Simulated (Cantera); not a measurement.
## Reactions in the system H-O-Zr

Standard-state values (1 bar) from the NASA 1993 polynomials, evaluated with Cantera. Values are per mole of reaction as written; species without (g) are pure solids or liquids, kept so even where they would boil at 1 bar.

2 H2O(g) + Zr ⇌ ZrO2(g) + 2 H2(g)

```tsv
T (K)	ΔH° (kJ)	ΔS° (J/K)	ΔG° (kJ)	log10 K	condensed phases
300	197.5	118.7	161.9	-28.19	Zr(α)
1798	199.3	127.7	-30.3	0.88	Zr(β)
1898	198.4	127.2	-43.1	1.19	Zr(β)
1998	197.3	126.7	-55.8	1.46	Zr(β)
2098	196.1	126.1	-68.4	1.70	Zr(β)
2198	173.3	115.4	-80.3	1.91	Zr(l)
2298	171.2	114.4	-91.8	2.09	Zr(l)
2398	169.1	113.5	-103.2	2.25	Zr(l)
2498	167.0	112.7	-114.5	2.39	Zr(l)
2598	164.7	111.8	-125.7	2.53	Zr(l)
```
